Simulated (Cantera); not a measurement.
A perfectly stirred reactor is fed with CO : H2 : CH4 : O2 : N2 = 1 : 0.16 : 0.11 : 0.522 : 3.08 (molar parts), equivalence ratio 1.5, at 10.0 bar; it is adiabatic with a 400 K inlet, and is followed from long to short residence time, starting on the burning branch (τ in s: 0.39, 0.13, 0.042, 0.014, 0.0046, 0.0015, 0.0005, 0.00016, 5.4e-05, 1.8e-05).

Model: GRI-Mech 3.0 (53 species, 325 reactions), integrated in Cantera.

x: mole fraction; the columns are a selection and need not sum to one.

```
τ (s)    T (K)   x CO    x H2     x CH4   x H2O       x O   x CO2
-------  -----  -----  ------  --------  ------  --------  ------
0.39      1923  0.109  0.0131   1.44e-5  0.0699   2.16e-7   0.134
0.13      1922  0.109  0.0131   1.98e-5  0.0699   5.30e-7   0.134
0.042     1921  0.109  0.0131       ___  0.0698       ___   0.134
0.014     1918  0.109  0.0130   3.20e-5  0.0697   4.29e-6   0.134
0.0046    1913  0.109  0.0130       ___  0.0696       ___   0.134
0.0015    1905  0.109  0.0129   5.79e-5  0.0693   3.87e-5   0.133
0.00050   1890  0.110  0.0127   8.70e-5  0.0687  0.000110   0.132
0.00016   1859  0.113  0.0124  0.000150  0.0679  0.000301   0.129
5.4e-5    1798  0.119  0.0119  0.000305  0.0669  0.000690   0.122
1.8e-5     400  0.205  0.0328    0.0226  <1e-12    <1e-12  <1e-12
```

Fill in the missing entries.


- 0.042, x CH4: 2.55e-5
- 0.042, x O: 1.49e-6
- 0.0046, x CH4: 4.17e-5
- 0.0046, x O: 1.29e-5
